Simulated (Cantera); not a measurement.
Mixture: 6.38 % CH₄, 19.6 % O₂, 74.0 % N₂, at 510 Torr, adiabatic and at constant volume. Ignition delay is the time to a rise of 400 K.

Detailed kinetics in Cantera: GRI-Mech 3.0 (53 species, 325 reactions).

Task: Predict: delay at 1075 K; delay at 1175 K; delay at 1275 K; delay at 1375 K; delay at 1475 K; apparent activation energy between 1425 and 1525 K.

Result: 
```json
{
  "delay at 1075 K": "0.348 s",
  "delay at 1175 K": "70.5 ms",
  "delay at 1275 K": "17.0 ms",
  "delay at 1375 K": "4.85 ms",
  "delay at 1475 K": "1.66 ms",
  "apparent activation energy between 1425 and 1525 K": "180 kJ/mol"
}
```
